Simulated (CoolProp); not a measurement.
Saturation properties of CH2F2 (R32) (Tc = 351.3 K, pc = 5783 kPa, ω = 0.277).

Computed with CoolProp (reference Helmholtz-energy equation of state, Tillner-Roth 1997).

| T (K) | p (kPa) | vapour density (kg/m³) | enthalpy of vaporisation (kJ/kg) | surface tension (mN/m) | liquid conductivity (mW/(m K)) |
|---|---|---|---|---|---|
| 166 | 1.939 | 0.07330 | 436.0 | 32.2 | 229 |
| 174.4 | 4.264 | 0.1538 | 428.3 | 30.4 | 224 |
| 182.8 | 8.626 | 0.2978 | [?] | 28.6 | 219 |
| 191.2 | 16.25 | 0.5387 | [?] | 26.8 | 214 |
| 199.6 | 28.79 | 0.9197 | 404.4 | 25.1 | 208 |
| 208 | 48.37 | 1.494 | 396.0 | 23.4 | 203 |
| 216.4 | 77.59 | 2.326 | 387.3 | 21.7 | 197 |
| 224.8 | 119.6 | 3.491 | 378.2 | 20.0 | 191 |
| 233.2 | 177.8 | 5.076 | 368.7 | 18.4 | [?] |

Problem. Complete the blanks.

Solution. 
- 182.8, enthalpy of vaporisation (kJ/kg): 420.5
- 191.2, enthalpy of vaporisation (kJ/kg): 412.6
- 233.2, liquid conductivity (mW/(m K)): 185

It boils at 221.5 K under 1 atm.

Thermal conductivity comes from a separate model (Huber 2003), an estimate that may be off by 10 % or more. Surface tension comes from a separate correlation (Mulero 2012).
